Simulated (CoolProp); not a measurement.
n-perfluoropentane along the isobar 2.77 MPa: Z from the reference equation and from simpler models built on Tc = 421.0 K, pc = 2.063 MPa, ω = 0.436; each cubic takes its own stable root.

Values from CoolProp's reference Helmholtz-energy equation of state, Gao 2022.

```json
[
 {"T (K)": "396.1", "phase": "liquid", "reference": "0.1993", "van der Waals": "…", "Peng-Robinson": "…"},
 {"T (K)": "411", "phase": "liquid", "reference": "0.2106", "van der Waals": "0.3149", "Peng-Robinson": "0.2200"},
 {"T (K)": "425.8", "phase": "supercritical", "reference": "…", "van der Waals": "0.3317", "Peng-Robinson": "0.2634"},
 {"T (K)": "440.6", "phase": "supercritical", "reference": "0.3885", "van der Waals": "0.3669", "Peng-Robinson": "0.4036"},
 {"T (K)": "455.5", "phase": "supercritical", "reference": "0.5515", "van der Waals": "0.4519", "Peng-Robinson": "…"},
 {"T (K)": "470.3", "phase": "supercritical", "reference": "0.6396", "van der Waals": "…", "Peng-Robinson": "0.6288"},
 {"T (K)": "485.2", "phase": "supercritical", "reference": "…", "van der Waals": "0.6184", "Peng-Robinson": "0.6889"},
 {"T (K)": "500", "phase": "supercritical", "reference": "0.7462", "van der Waals": "0.6666", "Peng-Robinson": "0.7351"}
]
```

Some entries are withheld; supply them.


- 396.1, van der Waals: 0.3061
- 396.1, Peng-Robinson: 0.2009
- 425.8, reference: 0.2386
- 455.5, Peng-Robinson: 0.5448
- 470.3, van der Waals: 0.5512
- 485.2, reference: 0.7005
